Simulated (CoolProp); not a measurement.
Vapour-liquid equilibrium of CF4 (R14) (1) + R13 (2) at 201.1 K; x and y are mole fractions of (1).

Values from CoolProp's multi-fluid Helmholtz-energy mixture model, Platzer 1990 and Platzer 1990; pair parameters Bell 2016. This equation is an older, rougher fit; its heat capacities, sound speeds and derivatives of the liquid may be far off and weren't checked against measurements.

| x | bubble pressure, mixture model (kPa) | bubble pressure, Raoult's law (kPa) | y, mixture model | y, Raoult's law |
|---|---|---|---|---|
| 0.05 | 250.6 | 235.4 | 0.364 | 0.343 |
| 0.2 | 491.5 | 453.1 | 0.701 | 0.713 |
| 0.35 | 705.2 | 670.9 | [?] | 0.842 |
| 0.5 | [?] | 888.6 | 0.873 | 0.908 |
| 0.65 | [?] | 1106 | [?] | 0.948 |
| 0.8 | [?] | 1324 | 0.951 | 0.975 |
| 0.95 | 1527 | 1542 | 0.987 | 0.995 |

Problem. Fill in the missing entries.

Solution. 
- 0.35, y, mixture model: 0.813
- 0.5, bubble pressure, mixture model (kPa): 902.5
- 0.65, bubble pressure, mixture model (kPa): 1095
- 0.65, y, mixture model: 0.915
- 0.8, bubble pressure, mixture model (kPa): 1298

The largest gap from Raoult's law is +8.5 % in bubble pressure, at x = 0.2. No azeotrope shows between x = 0.05 and 0.95.

The pair parameters rest on a limited set of measurements; away from them the model extrapolates. The gap from Raoult's law changes sign with composition, which may be real or a fault of the pair parameters; it wasn't checked against measurements.
